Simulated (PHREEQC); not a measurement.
Dissolve 13 mmol/kgw CdSO4, 2 mmol/kgw NaCl and 0.41 mmol/kgw H2SO4 at 25 °C. Closed to the air; pH follows from the charge balance.

Equilibrium calculation in PHREEQC: ion-association model, phreeqc.dat.

Each row changes one thing in this solution. This is a speciation only: nothing precipitates in the calculation.

```json
[
 {"case": "as made", "pH": "3.29", "ionic strength (mol/kgw)": "0.0343", "SO4-2 (mol/kgw)": "0.00790", "Cd+2 (mol/kgw)": "0.00762", "CdSO4 (mol/kgw)": "0.00445", "Cl- (mol/kgw)": "0.00146", "SI of Halite (NaCl)": "-7.26"},
 {"case": "H2SO4 from 0.00041 to 0.0041 mol/kgw", "pH": "2.31", "ionic strength (mol/kgw)": "0.0400", "SO4-2 (mol/kgw)": "0.00903", "Cd+2 (mol/kgw)": "0.00746", "CdSO4 (mol/kgw)": "0.00457", "Cl- (mol/kgw)": "0.00149", "SI of Halite (NaCl)": "-7.27"},
 {"case": "temperature from 25 to 65 °C", "pH": "3.45", "ionic strength (mol/kgw)": "0.0331", "SO4-2 (mol/kgw)": "0.00759", "Cd+2 (mol/kgw)": "0.00741", "CdSO4 (mol/kgw)": "0.00471", "Cl- (mol/kgw)": "0.00144", "SI of Halite (NaCl)": "-7.31"},
 {"case": "0.0002 mol/kgw NaNO3 added", "pH": "3.29", "ionic strength (mol/kgw)": "0.0345", "SO4-2 (mol/kgw)": "0.00791", "Cd+2 (mol/kgw)": "0.00763", "CdSO4 (mol/kgw)": "0.00444", "Cl- (mol/kgw)": "0.00146", "SI of Halite (NaCl)": "-7.22"},
 {"case": "0.0013 mol/kgw CdBr2 added", "pH": "3.29", "ionic strength (mol/kgw)": "0.0361", "SO4-2 (mol/kgw)": "0.00787", "Cd+2 (mol/kgw)": "0.00793", "CdSO4 (mol/kgw)": "0.00448", "Cl- (mol/kgw)": "0.00145", "SI of Halite (NaCl)": "-7.27"},
 {"case": "diluted 2-fold with water", "pH": "3.54", "ionic strength (mol/kgw)": "0.0190", "SO4-2 (mol/kgw)": "0.00451", "Cd+2 (mol/kgw)": "0.00430", "CdSO4 (mol/kgw)": "0.00191", "Cl- (mol/kgw)": "0.000807", "SI of Halite (NaCl)": "-7.79"}
]
```

Species that the database lacks are ignored. Constants without temperature data keep their 25 °C values here.
